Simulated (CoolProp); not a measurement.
Saturation properties of tetrahydrofuran (Tc = 540.2 K, pc = 5.304 MPa, ω = 0.234).

Computed with CoolProp (reference Helmholtz-energy equation of state, Fiedler 2023).

```
T (K)  p (MPa)  vapour density (kg/m³)  enthalpy of vaporisation (kJ/kg)  liquid cp (kJ/(kg K))
-----  -------  ----------------------  --------------------------------  ---------------------
426.4   0.8985                   21.23                             339.5                  2.302
436.7    1.092                   25.82                             328.0                  2.363
446.9    1.312                   31.17                             315.8                  2.430
457.1    1.563                   37.50                             302.6                  2.505
467.3    1.849                   45.00                             288.3                  2.591
477.6    2.175                   54.08                             272.4                  2.695
487.8    2.540                   65.00                             254.7                  2.826
498      2.951                   78.56                             234.6                  3.007
```

It boils at 339.1 K under 1 atm.
